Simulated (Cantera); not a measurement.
Charge: 1 mol Fe(CO)5, 0.18 mol CO, 4.2 mol H2, at 950 K and 28.0 mbar.

Method: chemical equilibrium by Gibbs-energy minimisation in Cantera with the NASA 1993 tables (ideal gas, pure condensed phases). Candidate condensed phases: C, C6H6, C7H8, C8H18, Fe, Fe(CO)5, FeO, Fe(OH)2, Fe(OH)3, Fe2O3, Fe3O4, H2O; 114 gas species. Condensed phases not in the tables: cementite and carbon dissolved in iron. Equilibrium is a limit: real reactors are often held back by kinetics, nucleation or transport.

Base state: CO 0.531, H2 0.449, CO2 0.0132, H2O 0.00623, CH4 0.000945 (mole fractions); condensed: C(graphite) + Fe(α).

Problem. What changes in the equilibrium state with this change: H2 from 4.2 to 0.28 mol?

Solution. 
```tsv
species	before	after
CO	0.531	0.908
H2	0.449	0.0521
CO2	0.0132	0.0386
CH4	0.000945	1.27e-5
H2O	0.00623	0.00124
C(graphite), mol	0.170	0.209
Fe(α), mol	1.00	1.00
```
